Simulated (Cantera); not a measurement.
Input (Python, Cantera) and output of one run.

```python
import numpy as np
import cantera as ct

gas_names = """
    Fe FeO Fe(OH)2 H HNO HNO2 HNO3 HO2 H2 H2O H2O2 N NH NH2 NH3 NH2OH NO NO2 NO3 N2 N2H2 N2H4 N2O O OH
    O2 O3
""".split()
cond_names = """
    Fe(a) Fe(c) Fe(d) Fe(L) FeO(s) FeO(L) Fe(OH)2(s) Fe(OH)3(s) Fe2O3(s) Fe3O4(s) H2O(s) H2O(L)
""".split()


# ... load() reads the species with a 1 bar reference pressure and builds the phases ...
atoms = {
    'Fe2O3': {'Fe': 2, 'O': 3},
    'H2': {'H': 2},
    'N2': {'N': 2},
}
top_T = {'Fe2O3(s)': 1830, 'Fe3O4(s)': 1870}  # K; cautious upper limits of use, not melting points


# ... equilibrate(T, P, feed) seeds the gas with the atoms and calls Mixture.equilibrate('TP', solver="vcs", rtol=1e-11, max_steps=5000) ...
results = []
feed = {'Fe2O3': 1, 'H2': 1500, 'N2': 60}  # mol
for P in [10, 52, 270, 1400, 7200, 37000, 190000, 1000000]:
    for T in [673, 773, 873, 973, 1073, 1173, 1273, 1373, 1473, 1573, 1673, 1773, 1873]:
        mix = equilibrate(T, P, feed)
        results.append((T, P, feed, dict(zip(mix.species_names, mix.species_moles))))

for T, P, feed, n in results:
    print(f"{T:7g} {P:10.4g}  " + (" + ".join(c for c in cond_names if n.get(c, 0) > 1e-12) or "gas only"))
```

Result:

```
    673         10  Fe(a)
    773         10  Fe(a)
    873         10  Fe(a)
    973         10  Fe(a)
   1073         10  Fe(a)
   1173         10  Fe(a)
   1273         10  Fe(c)
   1373         10  Fe(c)
   1473         10  Fe(c)
   1573         10  gas only
   1673         10  gas only
   1773         10  gas only
   1873         10  gas only
    673         52  Fe(a)
    773         52  Fe(a)
    873         52  Fe(a)
    973         52  Fe(a)
   1073         52  Fe(a)
   1173         52  Fe(a)
   1273         52  Fe(c)
   1373         52  Fe(c)
   1473         52  Fe(c)
   1573         52  Fe(c)
   1673         52  gas only
   1773         52  gas only
   1873         52  gas only
    673        270  Fe(a)
    773        270  Fe(a)
    873        270  Fe(a)
    973        270  Fe(a)
   1073        270  Fe(a)
   1173        270  Fe(a)
   1273        270  Fe(c)
   1373        270  Fe(c)
   1473        270  Fe(c)
   1573        270  Fe(c)
   1673        270  gas only
   1773        270  gas only
   1873        270  gas only
    673       1400  Fe(a)
    773       1400  Fe(a)
    873       1400  Fe(a)
    973       1400  Fe(a)
   1073       1400  Fe(a)
   1173       1400  Fe(a)
   1273       1400  Fe(c)
   1373       1400  Fe(c)
   1473       1400  Fe(c)
   1573       1400  Fe(c)
   1673       1400  Fe(d)
   1773       1400  gas only
   1873       1400  gas only
    673       7200  Fe(a)
    773       7200  Fe(a)
    873       7200  Fe(a)
    973       7200  Fe(a)
   1073       7200  Fe(a)
   1173       7200  Fe(a)
   1273       7200  Fe(c)
   1373       7200  Fe(c)
   1473       7200  Fe(c)
   1573       7200  Fe(c)
   1673       7200  Fe(d)
   1773       7200  Fe(d)
   1873       7200  Fe(L)
    673    3.7e+04  Fe(a)
    773    3.7e+04  Fe(a)
    873    3.7e+04  Fe(a)
    973    3.7e+04  Fe(a)
   1073    3.7e+04  Fe(a)
   1173    3.7e+04  Fe(a)
   1273    3.7e+04  Fe(c)
   1373    3.7e+04  Fe(c)
   1473    3.7e+04  Fe(c)
   1573    3.7e+04  Fe(c)
   1673    3.7e+04  Fe(d)
   1773    3.7e+04  Fe(d)
   1873    3.7e+04  Fe(L)
    673    1.9e+05  Fe(a)
    773    1.9e+05  Fe(a)
    873    1.9e+05  Fe(a)
    973    1.9e+05  Fe(a)
   1073    1.9e+05  Fe(a)
   1173    1.9e+05  Fe(a)
   1273    1.9e+05  Fe(c)
   1373    1.9e+05  Fe(c)
   1473    1.9e+05  Fe(c)
   1573    1.9e+05  Fe(c)
   1673    1.9e+05  Fe(d)
   1773    1.9e+05  Fe(d)
   1873    1.9e+05  Fe(L)
    673      1e+06  Fe(a)
    773      1e+06  Fe(a)
    873      1e+06  Fe(a)
    973      1e+06  Fe(a)
   1073      1e+06  Fe(a)
   1173      1e+06  Fe(a)
   1273      1e+06  Fe(c)
   1373      1e+06  Fe(c)
   1473      1e+06  Fe(c)
   1573      1e+06  Fe(c)
   1673      1e+06  Fe(d)
   1773      1e+06  Fe(d)
   1873      1e+06  Fe(L)
```

Equilibrium computed with Cantera from the NASA thermochemical tables; the gas is ideal and each condensed phase is pure.
